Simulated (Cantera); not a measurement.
A perfectly stirred reactor is fed with CO : O2 : H2O : N2 = 0.0082 : 0.058 : 0.00035 : 1 (molar parts), at 1000000 Pa; it is held at 1050 K, and followed from long to short residence time.

Computed with Cantera and GRI-Mech 3.0 (53 species, 325 reactions).

Question: What does this change do: temperature 1050 to 1500 K?

Answer: 
```tsv
quantity	before	after
x(CO) at τ = 0.480 s	0.00704	8.59e-5
x(O2) at τ = 0.480 s	0.0541	0.0508
x(H2O) at τ = 0.480 s	0.000328	0.000326
x(H) at τ = 0.480 s	1.97e-10	1.35e-8
x(N2O) at τ = 0.480 s	1.11e-7	2.21e-6
x(CO) at τ = 6.00 ms	0.00769	0.00198
x(O2) at τ = 6.00 ms	0.0544	0.0516
x(H2O) at τ = 6.00 ms	0.000328	0.000320
x(H) at τ = 6.00 ms	4.24e-12	4.66e-7
x(N2O) at τ = 6.00 ms	2.40e-10	8.92e-6
```
